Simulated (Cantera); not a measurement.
An isothermal, constant-pressure homogeneous reactor starts with CH4 : H2O : H2 = 1 : 1.6 : 0.14 (molar parts), at 1698 K and 1.58 atm. Integrator tolerance rtol = 1e-08.

Cantera simulation using GRI-Mech 3.0 (53 species, 325 reactions); the numbers are that mechanism's predictions, not measurements.

```
quantity                                               before                                      after
------------------  -----------------------------------------  -----------------------------------------
x(CH4) at 4.00 s      0.00597 (gas-phase equilibrium 7.09e-7)     0.0107 (gas-phase equilibrium 2.35e-6)
x(H2O) at 4.00 s          0.127 (gas-phase equilibrium 0.116)      0.0725 (gas-phase equilibrium 0.0487)
x(H2) at 4.00 s           0.660 (gas-phase equilibrium 0.673)        0.695 (gas-phase equilibrium 0.721)
x(O2) at 4.00 s     8.83e-12 (gas-phase equilibrium 7.34e-12)  2.42e-12 (gas-phase equilibrium 1.12e-12)
x(C2H4) at 4.00 s    9.48e-5 (gas-phase equilibrium 2.05e-12)  0.000341 (gas-phase equilibrium 1.95e-11)
x(HCO) at 4.00 s      2.32e-8 (gas-phase equilibrium 2.42e-8)    2.56e-8 (gas-phase equilibrium 2.83e-8)
x(CH2CO) at 4.00 s   4.68e-7 (gas-phase equilibrium 1.62e-11)   8.96e-7 (gas-phase equilibrium 5.62e-11)
```

Problem. Name the change that produced these shifts.
A) temperature 1698 to 1300 K
B) CH4 1 to 7.5 parts
C) temperature 1698 to 1575 K
D) CH4 1 to 1.3 parts

Solution. D, CH4 1 to 1.3 parts
